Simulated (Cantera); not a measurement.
Feed: 1 mol B₂O₃, 0.092 mol O₂, a varied amount of H₂, equilibrated at 0.000580 bar.

Method: chemical equilibrium by Gibbs-energy minimisation in Cantera with the NASA 1993 tables (ideal gas, pure condensed phases). Candidate condensed phases: B, B₂O₃, B₃O₃H₃, H₂O; 23 gas species. Kinetics and transport are ignored.

Question: What condenses at these points (T in °C, n(H₂) in mol): (1775, 6.3); (1275, 0.37); (1175, 0.37); (775, 0.65); (775, 3.6)?

Answer: 
| T (°C) | n(H₂) in mol | condensed phases | B condensed (%) |
|---|---|---|---|
| 1775 | 6.3 | gas only | 0.0 |
| 1275 | 0.37 | B₂O₃ | 81.5 |
| 1175 | 0.37 | B₂O₃ | 92.4 |
| 775 | 0.65 | B₂O₃ | 99.9 |
| 775 | 3.6 | B₂O₃ | 99.9 |
